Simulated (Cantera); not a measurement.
**Equilibrium for halide evaporation, hydrolysis and transport: NaI + H₂ + N₂**

Feed: 1 mol NaI, 1.1 mol H₂, a varied amount of N₂, at 1700 K and 0.180 Pa.

Method: chemical equilibrium by Gibbs-energy minimisation in Cantera with the NASA 1993 tables (ideal gas, pure condensed phases). Candidate condensed phases: I₂, Na, NaI; 16 gas species. Equilibrium is a limit: real reactors are often held back by kinetics, nucleation or transport.

```tsv
n(N₂) (mol)	x N₂	x Na	x I	x H₂	x H
21	0.863	0.0409	0.0409	0.0349	0.0205
29	0.896	0.0308	0.0308	0.0252	0.0174
39	0.919	0.0235	0.0235	0.0185	0.0149
54	0.940	0.0174	0.0174	0.0129	0.0125
74	0.955	0.0129	0.0129	0.00899	0.0104
100	0.966	0.00965	0.00965	0.00627	0.00870
140	0.975	0.00696	0.00696	0.00413	0.00706
```
x: gas mole fraction; nothing condenses.

From 21 mol N₂ to 140 mol N₂ nothing is condensed. The main Na-bearing gas is Na throughout.
